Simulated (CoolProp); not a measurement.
Values from CoolProp's reference Helmholtz-energy equation of state, Lemmon 2006. It is a short technical equation, of lower accuracy than the large ones.

Question: Give the vapour pressure (bar), vapour density (kg/m³) of saturated C3F8 (R218) at 217.6 K.

Answer: 
```
T (K)  p (bar)  vapour density (kg/m³)
-----  -------  ----------------------
217.6    0.397                    4.25
```
